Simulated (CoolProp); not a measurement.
Vapour-liquid equilibrium of R125 (1) + isobutane (2) at 7.75 °C; x and y are mole fractions of (1).

Computed with CoolProp (multi-fluid Helmholtz-energy mixture model, Lemmon 2005 and Bücker 2006; pair parameters Bell 2016).

```
x     bubble pressure (bar)  y at the bubble point  dew pressure at overall composition x (bar)  liquid density (mol/L)
----  ---------------------  ---------------------  -------------------------------------------  ----------------------
0.05                  3.094                  0.347                                        2.154                   9.848
0.15                  4.763                  0.594                                        2.402                   9.872
0.25                  5.935                  0.690                                        2.711                   9.893
0.35                  6.726                  0.740                                        3.107                   9.914
0.45                  7.258                  0.772                                        3.632                   9.943
0.55                  7.637                  0.797                                        4.355                   9.986
0.65                  7.937                  0.820                                        5.395                   10.06
0.75                  8.199                  0.848                                        6.884                   10.16
0.85                  8.421                  0.887                                        8.217                   10.32
0.95                  8.538                  0.951                                        8.538                   10.55
```

No azeotrope shows between x = 0.05 and 0.95.

Pair parameters are fitted to limited data, so mixtures are less certain than the pure fluids. With so large a gap from Raoult's law the liquid may split in two, which this calculation doesn't test in full.
